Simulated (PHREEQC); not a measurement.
A solution holds 0.16 mol/kgw MgCl2, 0.0023 mol/kgw Na2SO4 and 0.00038 mol/kgw H4SiO4, at 25 °C. Closed to the air; pH follows from the charge balance.

Model: ion-association model, wateq4f.dat, run in PHREEQC.

No solid was allowed to form.

Problem. Order these S species by the share of S that they hold, largest first: SO4-2, MgSO4, NaSO4-.

Solution. MgSO4 (67 %), SO4-2 (33 %), NaSO4- (0.16 %)

The pH is 6.29 and the ionic strength 0.481 mol/kgw. Examples of supersaturated solids here: Quartz (slow to form), Chalcedony (slow to form). Others may be too. Complexes and solids missing from the database can't appear.
